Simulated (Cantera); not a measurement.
Feed: 1 mol CaO, 1.2 mol O2, 0.9 mol N2, 1.7 mol H2S, held at 270 Torr.

Cantera equilibrium calculation (NASA polynomials, part measured and part estimated; ideal gas, pure solids and liquids). Candidate condensed phases: Ca, CaO, Ca(OH)2, CaS, CaSO4, H2O, H2SO4, S; 41 gas species. Mutual solubility and eutectic melting of coexisting phases are not modelled. Kinetics and transport are ignored.

x: gas mole fraction; n: condensed amount in mol.

| T (K) | x H2O | x N2 | x SO2 | x H2 | x S2 | x SO | n CaO(s) | n CaS(s) |
|---|---|---|---|---|---|---|---|---|
| 1500 | 0.474 | 0.262 | 0.232 | 0.0178 | 0.00842 | 0.00162 | 0.175 | 0.825 |
| 1550 | 0.467 | 0.261 | 0.230 | 0.0226 | 0.0112 | 0.00237 | 0.197 | 0.803 |
| 1600 | 0.459 | 0.261 | 0.228 | 0.0283 | 0.0146 | 0.00338 | 0.224 | 0.776 |
| 1650 | 0.450 | 0.259 | 0.226 | 0.0348 | 0.0187 | 0.00471 | 0.256 | 0.744 |
| 1700 | 0.439 | 0.258 | 0.222 | 0.0421 | 0.0235 | 0.00643 | 0.293 | 0.707 |
| 1750 | 0.427 | 0.257 | 0.218 | 0.0503 | 0.0291 | 0.00858 | 0.337 | 0.663 |
| 1800 | 0.414 | 0.255 | 0.214 | 0.0593 | 0.0355 | 0.0112 | 0.387 | (withheld) |
| 1850 | 0.400 | 0.253 | 0.208 | 0.0690 | 0.0427 | 0.0144 | 0.444 | (withheld) |
| 1900 | 0.384 | 0.251 | 0.201 | 0.0794 | 0.0506 | 0.0182 | 0.507 | (withheld) |

Task: Fill in the missing entries.

Result: 
- 1800, n CaS(s): 0.613
- 1850, n CaS(s): 0.556
- 1900, n CaS(s): 0.493
